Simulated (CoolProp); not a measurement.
Vapour-liquid equilibrium of propylene (1) + n-hexane (2) at 0.147 MPa; x and y are mole fractions of (1).

The numbers come from the multi-fluid Helmholtz-energy mixture model, Lemmon 2013 and Thol 2019; pair parameters Bell 2016 in CoolProp.

| x | bubble temperature, mixture model (K) | bubble temperature, Raoult's law (K) | y, mixture model | y, Raoult's law |
|---|---|---|---|---|
| 0.05 | 316.6 | 321.4 | 0.712 | 0.672 |
| 0.15 | 282.9 | 288.7 | 0.936 | 0.924 |
| 0.25 | 269.4 | 272.4 | 0.970 | 0.970 |
| 0.35 | 261.4 | 262.1 | 0.983 | 0.986 |
| 0.45 | 255.4 | 254.8 | 0.989 | 0.992 |
| 0.55 | 250.3 | 249.3 | 0.994 | 0.996 |
| 0.65 | 245.8 | 244.8 | 0.996 | 0.997 |
| 0.75 | 241.9 | 241.1 | 0.998 | 0.999 |
| 0.85 | 238.4 | 238.0 | 0.999 | 0.999 |
| 0.95 | 235.4 | 235.3 | 1.000 | 1.000 |

The largest gap from Raoult's law is -5.8 K in bubble temperature, at x = 0.15. No azeotrope shows between x = 0.05 and 0.95.

The pair parameters rest on a limited set of measurements; away from them the model extrapolates. The gap from Raoult's law changes sign with composition, which may be real or a fault of the pair parameters; it wasn't checked against measurements.
